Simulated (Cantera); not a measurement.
**Ignition delay**

Mixture: CH4 : CO : O2 : N2 = 1 : 0.098 : 3.94 : 14.8 (molar parts), equivalence ratio 0.52, at 0.987 atm, adiabatic and at constant pressure. Ignition delay is the time to a rise of 400 K.

Cantera simulation using GRI-Mech 3.0 (53 species, 325 reactions); the numbers are that mechanism's predictions, not measurements.

| T0 (K) | delay (ms) |
|---|---|
| 1250 | 16.4 |
| 1325 | 6.16 |
| 1400 | 2.56 |
| 1475 | 1.18 |
| 1550 | 0.603 |
| 1625 | 0.335 |

The apparent activation energy between 1475 and 1625 K is 170 kJ/mol.
